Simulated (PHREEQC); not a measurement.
Solution (25 °C): 1.5 mol/kgw H2SO4, 0.02 mol/kgw Na2B4O7 and 0.0013 mol/kgw H4SiO4. Closed to the air; pH follows from the charge balance.

Model: Pitzer model, pitzer.dat, run in PHREEQC.

No solid was allowed to form.

Problem. Predict the pH, density, osmotic coefficient.

Solution. pH -0.38; density 1.087 g/cm³; osmotic coefficient 1.035.

Problem. In which forms is S present?

Solution. HSO4- 75 %, SO4-2 25 % of the S.

Complexes and solids missing from the database can't appear. In brines, pH and single-ion activities rest on the MacInnes convention.
